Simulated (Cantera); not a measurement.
A closed system holds: 1 mol HMDSO, 2.8 mol N2O, 41 mol H2, held at 923.15 K and 0.430 bar.

These are equilibrium values from Cantera (NASA tables, ideal gas, pure condensed phases), not measurements of a reactor. Candidate condensed phases: C, C6H6, C7H8, C8H18, H2O, Si, SiC, SiO2, Si2N2O, Si3N4; 151 gas species. The feed counts by its element totals alone. The numbers say what is thermodynamically allowed, not how fast it happens.

Base state: H2 0.869, CH4 0.0754, N2 0.0557, NH3 8.29e-5, CO 4.27e-5, H2O 2.45e-5 (mole fractions); condensed: C(graphite) + SiO2(β-quartz) + Si2N2O(s).

Q: What changes in the equilibrium state with this change: pressure from 0.430 bar to 0.100 bar?

A: 
```csv
species,before,after
H2,0.869,0.927
N2,0.0557,0.0528
CH4,0.0754,0.0200
NH3,8.29e-5,2.07e-5
CO,4.27e-5,0.000111
"C(graphite), mol",2.30,4.96
"SiO2(β-quartz), mol",1.86,1.86
"Si2N2O(s), mol",0.0678,0.0688
```

Q: What changes in the equilibrium state with this change: temperature from 923.15 K to 1800 K?

A: 
```tsv
species	before	after
H2	0.869	0.882
CO	4.27e-5	0.0668
N2	0.0557	0.0488
CH4	0.0754	0.000257
SiO	<1e-9	0.000371
H	<1e-9	0.000513
C2H2 (acetylene)	<1e-9	0.000155
HNC	<1e-9	4.83e-5
HCN	3.00e-7	0.00127
NH3	8.29e-5	2.30e-6
C(graphite), mol	2.30	0.135
SiO2(β-quartz), mol	1.86	0
Si2N2O(s), mol	0.0678	0
SiC(s), mol	0	1.98
```
